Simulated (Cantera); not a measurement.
Input (Python, Cantera) and output of one run.

```python
import numpy as np
import cantera as ct

gas_names = """
    B BH BH2 BH3 BN B2 H H2 N NH NH2 NH3 N2 N2H2 N2H4
""".split()
cond_names = """
    B(b) B(L) BN(s)
""".split()


# ... load() reads the species with a 1 bar reference pressure and builds the phases ...
atoms = {
    'B2H6': {'B': 2, 'H': 6},
    'NH3': {'N': 1, 'H': 3},
    'N2': {'N': 2},
    'H2': {'H': 2},
}
top_T = {'BN(s)': 3200}  # K; cautious upper limits of use, not melting points


# ... equilibrate(T, P, feed) seeds the gas with the atoms and calls Mixture.equilibrate('TP', solver="vcs", rtol=1e-11, max_steps=5000) ...
results = []
feed = {'B2H6': 1, 'NH3': 22, 'N2': 0.14, 'H2': 49}  # mol
T = 1623  # K
P = 50000  # Pa
mix = equilibrate(T, P, feed)
results.append((T, P, feed, dict(zip(mix.species_names, mix.species_moles))))
x = sorted(zip(gas.X, gas.species_names), reverse=True)
print(f"T = {T:g} K  P = {P:g} Pa  gas = {mix.phase_moles(0):.4g} mol")
print("   x: " + "  ".join(f"{s} {v:.3e}" for v, s in x if v > 0.0001))
print("   condensed (mol): " + ("  ".join(f"{mix.phase(i).name} {mix.phase_moles(i):.4g}"
      for i in range(1, mix.n_phases) if mix.phase_moles(i) > 1e-12) or "none"))
```

Result:

```
T = 1623 K  P = 50000 Pa  gas = 95.14 mol
   x: H2 8.933e-01  N2 1.066e-01
   condensed (mol): BN(s) 2
```

These are equilibrium values from Cantera (NASA tables, ideal gas, pure condensed phases), not measurements of a reactor. The feed counts by its element totals alone.
